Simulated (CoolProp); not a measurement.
Vapour-liquid equilibrium of hydrogen chloride (1) + propane (2) at 0.0514 MPa; x and y are mole fractions of (1).

Values from CoolProp's multi-fluid Helmholtz-energy mixture model, Thol 2018 and Lemmon 2009; pair parameters Bell 2016.

```tsv
x	bubble temperature (K)	y at the bubble point	dew temperature at overall composition x (K)	liquid density (mol/L)
0.05	200.7	0.604	215.7	14.35
0.15	186.6	0.856	213.7	15.65
0.25	181.5	0.908	211.4	16.86
0.35	179.4	0.926	208.9	18.13
0.45	178.7	0.932	206.0	19.55
0.55	178.5	0.934	202.7	21.17
0.65	178.4	0.935	198.8	23.05
0.75	178.2	0.937	193.9	25.30
0.85	177.8	0.947	187.1	28.00
0.95	177.3	0.974	177.8	31.31
```

No azeotrope shows between x = 0.05 and 0.95.

Pair parameters are fitted to limited data, so mixtures are less certain than the pure fluids. With so large a gap from Raoult's law the liquid may split in two, which this calculation doesn't test in full.
